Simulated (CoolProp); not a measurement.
Computed with CoolProp (reference Helmholtz-energy equation of state, Zhou 2014).

Task: For cyclohexane, give the phase and the density (kg/m³), expansivity (1/kK), fugacity coefficient at 346.85 °C and 510 kPa; 346.85 °C and 765 kPa.

Result: 
- 346.85 °C and 510 kPa: gas; density 8.58, expansivity 1.78, fugacity coefficient 0.971
- 346.85 °C and 765 kPa: gas; density 13.1, expansivity 1.87, fugacity coefficient 0.956
